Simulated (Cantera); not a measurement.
Source: NASA polynomial tables (part measured, part estimated), evaluated in Cantera. Values are per mole of reaction as written; species without (g) are pure solids or liquids, kept so even where they would boil at 1 bar.

2 FeCl2(g) + C = 2 Fe + CCl4(g), with ΔH° = 186.2 kJ and ΔS° = -239.5 J/K at 300 K.

Task: How far is the shortcut ΔG° ≈ ΔH°(300 K) − T·ΔS°(300 K) from the full temperature-dependent value at 1575, 1775, 1975, 2175, 2375 K?

Result: 
| T (K) | shortcut (kJ) | full (kJ) | difference (kJ) | difference in log10 K | condensed phases |
|---|---|---|---|---|---|
| 1575 | 563.5 | 528.3 | 35.2 | -1.17 | C(graphite), Fe(γ) |
| 1775 | 611.4 | 565.7 | 45.7 | -1.35 | C(graphite), Fe(δ) |
| 1975 | 659.3 | 599.6 | 59.7 | -1.58 | C(graphite), Fe(l) |
| 2175 | 707.2 | 632.1 | 75.1 | -1.80 | C(graphite), Fe(l) |
| 2375 | 755.1 | 663.9 | 91.2 | -2.01 | C(graphite), Fe(l) |
The shortcut ignores heat capacities and the phase changes listed.
